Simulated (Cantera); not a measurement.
Standard-state values (1 bar) from the NASA 1993 polynomials, evaluated with Cantera. Values are per mole of reaction as written; species without (g) are pure solids or liquids, kept so even where they would boil at 1 bar.

3 F(g) + BCl3(g) ⇌ BF3(g) + 3 Cl(g)

```json
[
 {"T (K)": "1425", "ΔH° (kJ)": "-611.1", "ΔS° (J/K)": "-25.1", "ΔG° (kJ)": "-575.3", "log10 K": "21.09"},
 {"T (K)": "1450", "ΔH° (kJ)": "-611.1", "ΔS° (J/K)": "-25.1", "ΔG° (kJ)": "-574.6", "log10 K": "20.70"},
 {"T (K)": "1475", "ΔH° (kJ)": "-611.1", "ΔS° (J/K)": "-25.1", "ΔG° (kJ)": "-574.0", "log10 K": "20.33"},
 {"T (K)": "1500", "ΔH° (kJ)": "___", "ΔS° (J/K)": "___", "ΔG° (kJ)": "___", "log10 K": "___"},
 {"T (K)": "1525", "ΔH° (kJ)": "___", "ΔS° (J/K)": "___", "ΔG° (kJ)": "___", "log10 K": "___"},
 {"T (K)": "1550", "ΔH° (kJ)": "___", "ΔS° (J/K)": "___", "ΔG° (kJ)": "___", "log10 K": "___"},
 {"T (K)": "1575", "ΔH° (kJ)": "-611.1", "ΔS° (J/K)": "-25.2", "ΔG° (kJ)": "-571.5", "log10 K": "18.95"},
 {"T (K)": "1600", "ΔH° (kJ)": "___", "ΔS° (J/K)": "___", "ΔG° (kJ)": "___", "log10 K": "___"}
]
```

Question: Fill in the missing entries.

Answer: 
- 1500, ΔH° (kJ): -611.1
- 1500, ΔS° (J/K): -25.2
- 1500, ΔG° (kJ): -573.4
- 1500, log10 K: 19.97
- 1525, ΔH° (kJ): -611.1
- 1525, ΔS° (J/K): -25.2
- 1525, ΔG° (kJ): -572.7
- 1525, log10 K: 19.62
- 1550, ΔH° (kJ): -611.1
- 1550, ΔS° (J/K): -25.2
- 1550, ΔG° (kJ): -572.1
- 1550, log10 K: 19.28
- 1600, ΔH° (kJ): -611.1
- 1600, ΔS° (J/K): -25.2
- 1600, ΔG° (kJ): -570.9
- 1600, log10 K: 18.64
